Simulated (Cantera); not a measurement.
A perfectly stirred reactor is fed with C2H6 : N2 = 1 : 3.7 (molar parts), at 1.00 atm; it is held at 1000 K, and followed from long to short residence time.

Computed with Cantera and GRI-Mech 3.0 (53 species, 325 reactions). GRI-Mech 3.0 stops at C3 and has no aromatics, soot or wall deposition, so with more carbon than oxygen in the feed, carbon stays in small species such as C2H2 where larger ones or solid carbon would form.

x: mole fraction; the columns are a selection and need not sum to one.

| τ (s) | x C2H6 | x CH4 | x CH2 | x C2H2 | x H | x C2H4 |
|---|---|---|---|---|---|---|
| 0.92 | 0.156 | 0.00161 | <1e-12 | 0.000176 | 2.51e-8 | 0.0461 |
| 0.30 | 0.189 | 0.000567 | <1e-12 | 4.97e-5 | 2.33e-8 | 0.0194 |
| 0.098 | 0.205 | 0.000174 | <1e-12 | 1.01e-5 | … | 0.00657 |
| 0.032 | 0.211 | 4.29e-5 | <1e-12 | 1.14e-6 | … | 0.00181 |
| 0.010 | 0.212 | 6.98e-6 | <1e-12 | 3.99e-8 | … | 0.000312 |
| 0.0034 | 0.213 | 1.56e-6 | <1e-12 | 7.34e-10 | … | 4.07e-5 |
| 0.0011 | 0.213 | 4.46e-7 | <1e-12 | 9.19e-12 | … | 4.18e-6 |
| 0.00036 | 0.213 | 1.28e-7 | <1e-12 | <1e-12 | 3.28e-10 | 4.00e-7 |
| 0.00012 | 0.213 | 3.20e-8 | <1e-12 | <1e-12 | 8.20e-11 | 3.33e-8 |

Problem. Complete the blanks.

Solution. 
- 0.098, x H: 2.10e-8
- 0.032, x H: 1.69e-8
- 0.010, x H: 9.21e-9
- 0.0034, x H: 3.53e-9
- 0.0011, x H: 1.12e-9
